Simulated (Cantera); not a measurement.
Input (Python, Cantera):

```python
import numpy as np
import cantera as ct

gas = ct.Solution("gri30.yaml")
gas.TPX = 1275, 930, {'H2': 0.094, 'O2': 1, 'N2': 0.11}
reactor = ct.IdealGasConstPressureReactor(gas, energy="off", clone=False)
net = ct.ReactorNet([reactor])
net.rtol, net.atol = 1e-08, 1e-18
show = ['H2', 'O2', 'NO2', 'H', 'NO', 'H2O']
times = np.geomspace(0.0003, 1, 11)

steps = ct.SolutionArray(gas, extra=["t"])
rows = []
print(f"{'t/s':>10s}{'T/K':>9s}{'P/Pa':>11s}" + "".join(f"{s:>11s}" for s in show))
for t in times:
    while net.time < t:
        t_next = net.step()
        steps.append(gas.state, t=t_next)
    rows.append([np.interp(t, steps.t, y) for y in (steps.T, steps.P, *steps(*show).X.T)])
    print(f"{t:10.3e}{rows[-1][0]:9.1f}{rows[-1][1]:11.4g}" + "".join(f"{x:11.3e}" for x in rows[-1][2:]))
rate = np.gradient(steps.T, steps.t)
print("integrator steps:", len(steps.t))
if steps.T.max() > steps.T[0] + 200:
    print(f"time of steepest temperature rise: {steps.t[rate.argmax()]:.4e} s")
gas.TPX = 1275, 930, {'H2': 0.094, 'O2': 1, 'N2': 0.11}
gas.equilibrate("TP")
print(f"equilibrium (TP): T = {gas.T:.1f} K  " + "  ".join(f"{s} {gas[s].X[0]:.3e}" for s in show))
```

Result:

```
       t/s      T/K       P/Pa         H2         O2        NO2          H         NO        H2O
 3.000e-04   1275.0        930  7.807e-02  8.306e-01  1.077e-24  7.241e-08  1.590e-18  1.215e-07
 6.752e-04   1275.0        930  7.807e-02  8.306e-01  1.190e-22  1.415e-06  4.829e-17  3.352e-06
 1.519e-03   1275.0        930  7.478e-02  8.282e-01  9.795e-18  9.574e-04  7.391e-13  2.337e-03
 3.420e-03   1275.0        930  2.318e-03  7.729e-01  1.650e-13  1.639e-02  1.134e-08  6.442e-02
 7.696e-03   1275.0        930  1.919e-03  7.751e-01  7.274e-13  1.456e-02  4.573e-08  6.617e-02
 1.732e-02   1275.0        930  1.719e-03  7.812e-01  1.869e-12  1.203e-02  1.078e-07  6.817e-02
 3.898e-02   1275.0        930  1.339e-03  7.918e-01  4.071e-12  7.932e-03  1.942e-07  7.159e-02
 8.773e-02   1275.0        930  7.842e-04  8.056e-01  8.294e-12  3.385e-03  2.673e-07  7.584e-02
 1.974e-01   1275.0        930  2.988e-04  8.167e-01  1.810e-11  7.697e-04  2.959e-07  7.900e-02
 4.443e-01   1275.0        930  7.847e-05  8.216e-01  4.204e-11  1.023e-04  3.013e-07  8.040e-02
 1.000e+00   1275.0        930  1.811e-05  8.231e-01  7.932e-11  1.132e-05  3.024e-07  8.089e-02
integrator steps: 1223
equilibrium (TP): T = 1275.0 K  H2 5.158e-08  O2 8.236e-01  NO2 5.311e-07  H 1.748e-09  NO 2.318e-04  H2O 8.123e-02
```

Model: GRI-Mech 3.0 (53 species, 325 reactions), integrated in Cantera. Radical loss at walls, strong at low pressure, is not modelled. The temperature is held fixed by assumption; the heat of reaction is taken as removed at once.
